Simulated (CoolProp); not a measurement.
The fluid at 293.15 K and 5 MPa is throttled through a valve to 0.664 MPa with no heat exchange. The same conditions are run with several fluids, on thermodynamics alone (safety and materials aside).

Values from CoolProp's reference Helmholtz-energy equation of state of each fluid (CH3F (R41): Lemmon 2006; the fluoroketone C6F12O (FK-5-1-12): McLinden 2015; R1132(E): Akasaka 2024; dimethyl carbonate: Zhou 2011; hexamethyldisiloxane (MM): Thol 2016).

| fluid | temperature change (K) | final phase | final density (kg/m³) |
|---|---|---|---|
| CH3F (R41) | … | … | 39.0 |
| the fluoroketone C6F12O (FK-5-1-12) | … | liquid | 1620 |
| R1132(E) | -26.5 | two-phase, vapour fraction 0.180 | … |
| dimethyl carbonate | +1.4 | liquid | … |
| hexamethyldisiloxane (MM) | +1.8 | liquid | 764 |

### Question
What belongs in the gaps?

### Answer

- CH3F (R41), temperature change (K): -56.0
- CH3F (R41), final phase: two-phase, vapour fraction 0.329
- the fluoroketone C6F12O (FK-5-1-12), temperature change (K): +1.2
- R1132(E), final density (kg/m³): 111
- dimethyl carbonate, final density (kg/m³): 1070
